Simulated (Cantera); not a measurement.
Feed: 1 mol Ti(OiPr)4, 0.47 mol CH4, equilibrated at 465 Torr.

Cantera equilibrium calculation (NASA polynomials, part measured and part estimated; ideal gas, pure solids and liquids). Candidate condensed phases: C, C6H6, C7H8, C8H18, H2O, Ti, TiC, TiO, TiO2, Ti2O3, Ti3O5, Ti4O7; 113 gas species. The feed counts by its element totals alone. TiC: taken at fixed stoichiometry. Rates play no part.

### Question
At 1973 K, list the 6 most abundant gas species with their mole fractions, and the condensed phases.

### Answer
H2 0.787, CO 0.211, H 0.00152, C2H2 (acetylene) 0.000504, CH4 0.000175, H2O 1.35e-5. Condensed: C(graphite) + TiC(s).
